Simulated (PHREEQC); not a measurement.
Make-up at 25 °C: 0.0027 mol Cu(BF4)2, 0.027 mol NaHF2 and 0.0002 mol NaBr per kg of water. Closed to the air; pH follows from the charge balance.

Model: ion-association model, wateq4f.dat, run in PHREEQC.

| quantity | before | after |
|---|---|---|
| pH | 3.15 | 3.15 |
| ionic strength (mol/kgw) | 0.0348 | 0.0478 |
| F- (mol/kgw) | 0.0249 | 0.0359 |
| HF (mol/kgw) | 0.0217 | 0.0306 |
| HF2- (mol/kgw) | 0.00209 | 0.00425 |
| H2F2 (mol/kgw) | 0.00124 | 0.00246 |

Which change was made?
A) Cu(BF4)2 left out
B) NaHF2 from 0.027 to 0.0405 mol/kgw
C) NaBr left out
D) 0.011 mol/kgw TMAH added
E) diluted 5-fold with water

B, NaHF2 from 0.027 to 0.0405 mol/kgw

This is a speciation only: nothing precipitates in the calculation. Real BF4- forms and hydrolyses slowly; the run takes it at equilibrium.
